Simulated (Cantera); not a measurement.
A Cantera script and what it prints.

```python
import numpy as np
import cantera as ct

gas_names = [...]  # 95 gases of nasa_gas.yaml made of C, F, H
cond_names = """
    C(gr) C6H6(L) C7H8(L) C8H18(L),n-octa
""".split()


# ... load() reads the species with a 1 bar reference pressure and builds the phases ...
atoms = {
    'CHF3': {'C': 1, 'H': 1, 'F': 3},
    'CH4': {'C': 1, 'H': 4},
    'H2': {'H': 2},
}
top_T = {'C(gr)': 4500}  # K; cautious upper limits of use, not melting points


# ... equilibrate(T, P, feed) seeds the gas with the atoms and calls Mixture.equilibrate('TP', solver="vcs", rtol=1e-11, max_steps=5000) ...
results = []
feed = {'CHF3': 1, 'CH4': 0.029, 'H2': 11}  # mol
P = 1000  # Pa
for T in [2348, 2498, 2648, 2798, 2948, 3098, 3248, 3398]:
    mix = equilibrate(T, P, feed)
    results.append((T, P, feed, dict(zip(mix.species_names, mix.species_moles))))

top = {s: max(r[3][s] / sum(r[3][g] for g in gas_names) for r in results) for s in gas_names}
cols = sorted((s for s in top if top[s] > 1e-05), key=lambda s: -top[s])[:7]
seen = [c for c in cond_names if any(r[3].get(c, 0) > 1e-12 for r in results)]
print("log10 of partial pressures in bar; condensed amounts in mol")
print(f"{'T/K':>10s}" + "".join(f"{s[:9]:>10s}" for s in cols + seen))
for T, P, feed, n in results:
    ng = sum(n[g] for g in gas_names)
    print(f"{T:10.4g}" + "".join(f"{np.log10(max(n[s] / ng * P / 1e5, 1e-99)):10.3f}" for s in cols)
          + "".join(f"{n.get(c, 0):10.4g}" for c in seen))
```

It prints:

```
log10 of partial pressures in bar; condensed amounts in mol
       T/K         H        H2        HF         F         C C2H2,acet        C3     C(gr)
      2348    -2.993    -2.170    -2.662    -6.348    -7.745    -4.432    -7.399    0.9257
      2498    -2.717    -2.226    -2.683    -5.855    -6.791    -4.196    -6.317    0.8363
      2648    -2.494    -2.322    -2.716    -5.409    -5.945    -4.033    -5.361    0.6922
      2798    -2.327    -2.473    -2.761    -4.994    -5.191    -3.952    -4.511    0.3801
      2948    -2.213    -2.681    -2.815    -4.597    -4.613    -4.153    -4.049         0
      3098    -2.143    -2.936    -2.868    -4.209    -4.224    -4.663    -4.029         0
      3248    -2.107    -3.222    -2.929    -3.842    -3.911    -5.263    -4.133         0
      3398    -2.090    -3.515    -3.021    -3.527    -3.674    -5.938    -4.375         0
```

Method: chemical equilibrium by Gibbs-energy minimisation in Cantera with the NASA 1993 tables (ideal gas, pure condensed phases).
